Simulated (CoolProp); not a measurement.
Vapour-liquid equilibrium of ethanol (1) + benzene (2) at 162.15 °C; x and y are mole fractions of (1).

Values from CoolProp's multi-fluid Helmholtz-energy mixture model, Schroeder 2014 and Thol 2012; pair parameters Bell 2016.

```
x      bubble pressure, mixture model (MPa)  bubble pressure, Raoult's law (MPa)  y, mixture model  y, Raoult's law
-----  ------------------------------------  -----------------------------------  ----------------  ---------------
0.05                                 0.8830                               0.7695             0.177            0.086
0.125                                 1.040                               0.8133             0.327            0.203
0.2                                   1.148                               0.8570             0.415            0.309
0.275                                 1.222                               0.9008             0.474            0.404
0.35                                  1.274                               0.9445             0.519            0.491
0.425                                 1.312                               0.9883             0.557            0.569
0.5                                   1.340                                1.032             0.594            0.641
0.575                                 1.361                                1.076             0.633            0.708
0.65                                  1.374                                1.120             0.676            0.769
0.725                                 1.380                                1.163             0.727            0.825
0.8                                   1.376                                1.207             0.787            0.877
0.875                                 1.363                                1.251             0.858            0.926
0.95                                  1.341                                1.295             0.940            0.971
```

The largest gap from Raoult's law is +35.7 % in bubble pressure, at x = 0.275. y crosses x between x = 0.725 and 0.8: the model has an azeotrope there.

Pair parameters are fitted to limited data, so mixtures are less certain than the pure fluids.
